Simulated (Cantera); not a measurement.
## Pyrogenic steam for wet oxidation

An isothermal, constant-pressure homogeneous reactor starts with 28.8 % H₂, 32.4 % O₂, 38.8 % N₂, at 1225 K and 100000 Pa.

Computed with Cantera and GRI-Mech 3.0 (53 species, 325 reactions). The temperature is held fixed by assumption; the heat of reaction is taken as removed at once.

```tsv
t (s)	x H₂	x O₂	x NO	x HO₂	x H	x NO₂	x N₂O
3.00e-5	0.0395	0.218	2.57e-6	0.000307	0.0216	1.96e-9	3.80e-8
0.000110	0.00236	0.210	2.98e-6	9.53e-5	4.32e-5	1.09e-7	8.43e-8
0.000406	0.000475	0.210	2.77e-6	2.47e-5	2.26e-6	3.26e-7	9.21e-8
0.00149	5.21e-5	0.210	2.69e-6	3.23e-6	1.13e-7	4.01e-7	9.51e-8
0.00549	1.24e-6	0.210	2.91e-6	1.90e-7	2.73e-9	1.87e-7	9.62e-8
0.0202	5.10e-8	0.210	3.05e-6	4.49e-8	2.43e-10	4.69e-8	9.59e-8
0.0743	1.89e-8	0.210	3.06e-6	3.13e-8	5.74e-11	3.46e-8	9.13e-8
0.273	1.57e-8	0.210	3.05e-6	3.22e-8	3.95e-11	4.52e-8	7.46e-8
1.00	1.56e-8	0.210	3.05e-6	3.23e-8	3.93e-11	4.56e-8	3.73e-8
3.70	1.56e-8	0.210	3.05e-6	3.23e-8	3.92e-11	4.56e-8	1.06e-8
13.6	1.56e-8	0.210	3.05e-6	3.23e-8	3.92e-11	4.56e-8	9.41e-9
50.0	1.56e-8	0.210	3.05e-6	3.23e-8	3.92e-11	4.56e-8	9.41e-9
```
x: mole fraction; the columns are a selection and need not sum to one.

Equilibrium at this temperature and pressure: H₂ 1.56e-8, O₂ 0.210, NO 0.000180, HO₂ 3.23e-8, H 3.92e-11, NO₂ 2.69e-6, N₂O 9.41e-9 (gas phase only).
